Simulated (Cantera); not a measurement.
Mixture: CH4 : H2 : O2 : N2 = 1 : 0.27 : 2.3 : 8.63 (molar parts), equivalence ratio 0.93, at 1.00 bar, adiabatic and at constant pressure. Ignition delay is the time to a rise of 400 K.

Detailed kinetics in Cantera: GRI-Mech 3.0 (53 species, 325 reactions). Below about 1000 K GRI-Mech 3.0 lacks low-temperature oxidation paths. Below about 950 K walls govern HO2 and H2O2 in real vessels.

**Question.** What does this change do: pressure from 1.00 bar to 2.60 bar?

**Answer.** 
| quantity | before | after |
|---|---|---|
| delay at 900 K | 0.339 s | 0.362 s |
| delay at 1100 K | 14.6 ms | 5.76 ms |
| delay at 1300 K | 2.08 ms | 0.966 ms |
| delay at 1500 K | 0.404 ms | 0.192 ms |
| delay at 1700 K | 0.117 ms | 51.6 µs |
| apparent activation energy between 1500 and 1700 K | 130 kJ/mol | 140 kJ/mol |

**Question.** What does this change do: pressure from 1.00 bar to 0.920 bar?

**Answer.** 
| quantity | before | after |
|---|---|---|
| delay at 900 K | 0.339 s | 0.333 s |
| delay at 1100 K | 14.6 ms | 15.8 ms |
| delay at 1300 K | 2.08 ms | 2.21 ms |
| delay at 1500 K | 0.404 ms | 0.431 ms |
| delay at 1700 K | 0.117 ms | 0.126 ms |
| apparent activation energy between 1500 and 1700 K | 130 kJ/mol | 130 kJ/mol |

**Question.** What does this change do: 0.64 parts CO2 added?

**Answer.** 
```
quantity                                                before       after
--------------------------------------------------  ----------  ----------
delay at 900 K                                         0.339 s     0.373 s
delay at 1100 K                                        14.6 ms     15.8 ms
delay at 1300 K                                        2.08 ms     2.28 ms
delay at 1500 K                                       0.404 ms    0.438 ms
delay at 1700 K                                       0.117 ms    0.125 ms
apparent activation energy between 1500 and 1700 K  130 kJ/mol  130 kJ/mol
```
